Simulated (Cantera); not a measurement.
# Thermodynamics of carbothermic reduction, feed PbO + CH₄ + H₂

A closed system holds: 1 mol PbO, 1.7 mol CH₄, 2.6 mol H₂, equilibrated at 875 °C.

These are equilibrium values from Cantera (NASA tables, ideal gas, pure condensed phases), not measurements of a reactor. Candidate condensed phases: C, C₆H₆, C₇H₈, C₈H₁₈, H₂O, Pb, PbO, PbO₂, Pb₃O₄; 113 gas species. Equilibrium is a limit: real reactors are often held back by kinetics, nucleation or transport.

| P (Pa) | x H₂ | x CO | x Pb | x CH₄ | x H₂O | n C(graphite) | n Pb(l) |
|---|---|---|---|---|---|---|---|
| 10 | 0.750 | 0.125 | 0.125 | 1.34e-6 | 4.51e-7 | 0.700 | 0 |
| 100 | 0.750 | 0.125 | 0.125 | 1.34e-5 | 4.51e-6 | 0.700 | 0 |
| 1000 | 0.833 | 0.139 | 0.0280 | 0.000165 | 5.56e-5 | 0.699 | 0.798 |
| 10000 | 0.853 | 0.142 | 0.00280 | 0.00173 | 0.000582 | 0.693 | 0.980 |
| 100000 | 0.838 | 0.139 | 0.000280 | 0.0167 | 0.00560 | 0.629 | 0.998 |
| 1000000 | 0.716 | 0.116 | 2.80e-5 | 0.122 | 0.0399 | 0.240 | 1.000 |
x: gas mole fraction; n: condensed amount in mol.

From 0.0750 Torr to 0.750 Torr the condensed part is C(graphite). From 7.50 Torr to 7500 Torr the condensed part is C(graphite) + Pb(l). The main Pb-bearing gas is Pb throughout.
